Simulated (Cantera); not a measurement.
## Ignition delay

Mixture: CH4 : H2 : O2 : N2 = 1 : 0.039 : 1.68 : 6.33 (molar parts), equivalence ratio 1.2, at 5.00 bar, adiabatic and at constant pressure. Ignition delay is the time to a rise of 400 K.

Model: GRI-Mech 3.0 (53 species, 325 reactions), integrated in Cantera.

| T0 (K) | delay (ms) |
|---|---|
| 1075 | 25.3 |
| 1125 | 15.0 |
| 1175 | 8.80 |
| 1225 | 5.14 |
| 1275 | 3.00 |
| 1325 | 1.76 |
| 1375 | 1.05 |

```yaml
apparent activation energy between 1275 and 1375 K: 150 kJ/mol
```
